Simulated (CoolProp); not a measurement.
Nitrous oxide along the isotherm 41.85 °C: Z from the reference equation and from simpler models built on Tc = 36.4 °C, pc = 72.45 bar, ω = 0.161; each cubic takes its own stable root.

Model: reference Helmholtz-energy equation of state, Lemmon 2006, in CoolProp. It is a short technical equation, of lower accuracy than the large ones.

```json
[
 {"p (bar)": "36.2", "phase": "gas", "reference": "0.8148", "van der Waals": "0.8357", "Soave-Redlich-Kwong": "0.8183", "Peng-Robinson": "0.8008"},
 {"p (bar)": "72.4", "phase": "gas", "reference": "0.5104", "van der Waals": "0.5412", "Soave-Redlich-Kwong": "0.5278", "Peng-Robinson": "0.4990"},
 {"p (bar)": "109", "phase": "supercritical", "reference": "0.2595", "van der Waals": "0.3568", "Soave-Redlich-Kwong": "0.3070", "Peng-Robinson": "0.2785"},
 {"p (bar)": "145", "phase": "supercritical", "reference": "0.3155", "van der Waals": "0.4324", "Soave-Redlich-Kwong": "0.3604", "Peng-Robinson": "0.3254"},
 {"p (bar)": "181", "phase": "supercritical", "reference": "0.3744", "van der Waals": "0.5112", "Soave-Redlich-Kwong": "0.4191", "Peng-Robinson": "0.3777"},
 {"p (bar)": "217", "phase": "supercritical", "reference": "0.4331", "van der Waals": "(withheld)", "Soave-Redlich-Kwong": "0.4781", "Peng-Robinson": "0.4304"},
 {"p (bar)": "254", "phase": "supercritical", "reference": "0.4926", "van der Waals": "(withheld)", "Soave-Redlich-Kwong": "0.5381", "Peng-Robinson": "0.4841"},
 {"p (bar)": "290", "phase": "supercritical", "reference": "(withheld)", "van der Waals": "0.7462", "Soave-Redlich-Kwong": "(withheld)", "Peng-Robinson": "0.5357"},
 {"p (bar)": "326", "phase": "supercritical", "reference": "(withheld)", "van der Waals": "0.8221", "Soave-Redlich-Kwong": "(withheld)", "Peng-Robinson": "0.5865"},
 {"p (bar)": "362", "phase": "supercritical", "reference": "0.6614", "van der Waals": "0.8971", "Soave-Redlich-Kwong": "(withheld)", "Peng-Robinson": "0.6368"}
]
```

Problem. What belongs in the gaps?

Solution. 
- 217, van der Waals: 0.5897
- 254, van der Waals: 0.6695
- 290, reference: 0.5496
- 290, Soave-Redlich-Kwong: 0.5956
- 326, reference: 0.6059
- 326, Soave-Redlich-Kwong: 0.6523
- 362, Soave-Redlich-Kwong: 0.7082
